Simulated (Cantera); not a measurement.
**N2O furnace oxynitridation**

An isothermal, constant-pressure homogeneous reactor starts with 99.3 % N2O, 0.705 % H2O, at 1525 K and 1.00 bar.

Detailed kinetics in Cantera: GRI-Mech 3.0 (53 species, 325 reactions). GRI-Mech 3.0 was tuned for natural gas; its chemistry of N2O as a main component is partial and can be far from experiment. The temperature is held fixed by assumption; the heat of reaction is taken as removed at once.

| t (s) | x N2O | x H2O | x N2 | x O2 | x H2O2 | x NO |
|---|---|---|---|---|---|---|
| 2.00e-5 | 0.991 | 0.00704 | 0.00123 | 0.000481 | 2.44e-9 | 0.000339 |
| 7.52e-5 | 0.985 | 0.00700 | 0.00481 | 0.00199 | 4.82e-8 | 0.00138 |
| 0.000283 | 0.962 | 0.00692 | 0.0181 | 0.00763 | 4.30e-8 | 0.00506 |
| 0.00106 | 0.883 | 0.00673 | 0.0646 | 0.0275 | 2.06e-8 | 0.0177 |
| 0.00399 | 0.655 | 0.00619 | 0.199 | 0.0855 | 1.34e-8 | 0.0535 |
| 0.0150 | 0.262 | 0.00528 | 0.433 | 0.188 | 9.00e-9 | 0.110 |
| 0.0565 | 0.0259 | 0.00475 | 0.580 | 0.256 | 2.74e-9 | 0.132 |
| 0.212 | 5.61e-5 | 0.00470 | 0.597 | 0.265 | 5.88e-10 | 0.132 |
| 0.798 | 5.68e-6 | 0.00470 | 0.598 | 0.265 | 5.82e-10 | 0.131 |
| 3.00 | 5.59e-6 | 0.00470 | 0.598 | 0.266 | 5.82e-10 | 0.130 |
x: mole fraction; the columns are a selection and need not sum to one.

Equilibrium at this temperature and pressure: N2O 8.91e-8, H2O 0.00470, N2 0.663, O2 0.331, H2O2 6.48e-10, NO 0.00160 (gas phase only).
